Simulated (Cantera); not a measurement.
A Cantera script and what it prints.

```python
import numpy as np
import cantera as ct

gas_names = """
    F F2 N NF NF2 NF3 N2 Si SiF SiF2 SiF3 SiF4 SiN Si2 Si2N Si3
""".split()
cond_names = """
    Si(cr) Si(L) Si3N4(a)
""".split()


# ... load() reads the species with a 1 bar reference pressure and builds the phases ...
atoms = {
    'Si': {'Si': 1},
    'F2': {'F': 2},
    'N2': {'N': 2},
}
top_T = {'Si3N4(a)': 2400}  # K; cautious upper limits of use, not melting points


# ... equilibrate(T, P, feed) seeds the gas with the atoms and calls Mixture.equilibrate('TP', solver="vcs", rtol=1e-11, max_steps=5000) ...
results = []
T = 1175  # K
P = 380  # Pa
for m in [0.88, 1.3, 1.7, 2.1, 2.6, 3, 3.4, 3.8, 4.2]:
    feed = {'Si': 1, 'F2': m, 'N2': 1.4}  # mol
    mix = equilibrate(T, P, feed)
    results.append((T, P, feed, dict(zip(mix.species_names, mix.species_moles))))

top = {s: max(r[3][s] / sum(r[3][g] for g in gas_names) for r in results) for s in gas_names}
cols = sorted((s for s in top if top[s] > 1e-05), key=lambda s: -top[s])[:9]
seen = [c for c in cond_names if any(r[3].get(c, 0) > 1e-12 for r in results)]
print("log10 of partial pressures in bar; condensed amounts in mol")
print(f"{'n(F2)':>10s}" + "".join(f"{s[:9]:>10s}" for s in cols + seen))
for T, P, feed, n in results:
    ng = sum(n[g] for g in gas_names)
    print(f"{feed['F2']:10.4g}" + "".join(f"{np.log10(max(n[s] / ng * P / 1e5, 1e-99)):10.3f}" for s in cols)
          + "".join(f"{n.get(c, 0):10.4g}" for c in seen))
```

It prints:

```
log10 of partial pressures in bar; condensed amounts in mol
     n(F2)        N2         F      SiF4        F2      SiF3  Si3N4(a)
      0.88    -2.575   -16.289    -2.945   -31.846    -5.333    0.1865
       1.3    -2.613   -16.276    -2.868   -31.820    -5.270    0.1165
       1.7    -2.639   -16.269    -2.825   -31.807    -5.233   0.04972
       2.1    -2.689    -3.535    -2.835    -6.340   -17.977         0
       2.6    -2.829    -2.902    -2.976    -5.073   -18.751         0
         3    -2.916    -2.769    -3.062    -4.807   -18.971         0
       3.4    -2.988    -2.696    -3.134    -4.661   -19.115         0
       3.8    -3.049    -2.649    -3.195    -4.568   -19.223         0
       4.2    -3.103    -2.617    -3.249    -4.503   -19.310         0
```

Cantera equilibrium calculation (NASA polynomials, part measured and part estimated; ideal gas, pure solids and liquids). N2 is the only nitrogen source here; it is nearly inert below about 1500 K, so the nitride shown seldom forms there in practice. The tables' values for SiF3 are old estimates; treat these amounts as uncertain.
